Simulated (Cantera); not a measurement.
PbCl2 + HCl + H2 (halide evaporation, hydrolysis and transport)

Input: 1 mol PbCl2, 0.02 mol HCl, 67 mol H2, held at 550 °C and 7.80 mbar.

Cantera equilibrium calculation (NASA polynomials, part measured and part estimated; ideal gas, pure solids and liquids). Candidate condensed phases: Pb, PbCl2; 10 gas species. Rates play no part.

```
Item           Result
----------  ---------
x(H2)           0.971
x(HCl)         0.0287
x(PbCl2)     0.000406
x(PbCl)      0.000199
x(Pb)         1.72e-5
x(PbCl4)      5.57e-6
n(Pb(l))    0.957 mol
gas amount  68.03 mol
```
